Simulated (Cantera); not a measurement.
Source: NASA polynomial tables (part measured, part estimated), evaluated in Cantera. Values are per mole of reaction as written; species without (g) are pure solids or liquids, kept so even where they would boil at 1 bar.

NH3(g) + Ti3O5 ⇌ NO2(g) + 3 TiO(g) + 3 H(g), with ΔH° = 3356.5 kJ and ΔS° = 962.6 J/K at 300 K.

Question: How far is the shortcut ΔG° ≈ ΔH°(300 K) − T·ΔS°(300 K) from the full temperature-dependent value at 1373, 1423, 1473, 1523, 1573, 1623, 1673, 1723, 1773, 1823 K?

Answer: 
```
T (K)  shortcut (kJ)  full (kJ)  difference (kJ)  difference in log10 K
-----  -------------  ---------  ---------------  ---------------------
1373          2034.8     2079.6            -44.8                   1.70
1423          1986.7     2034.8            -48.2                   1.77
1473          1938.5     1990.2            -51.6                   1.83
1523          1890.4     1945.6            -55.2                   1.89
1573          1842.3     1901.1            -58.9                   1.95
1623          1794.2     1856.8            -62.6                   2.02
1673          1746.0     1812.6            -66.6                   2.08
1723          1697.9     1768.5            -70.6                   2.14
1773          1649.8     1724.5            -74.7                   2.20
1823          1601.6     1680.6            -79.0                   2.26
```
The shortcut ignores the heat-capacity change of the reaction.
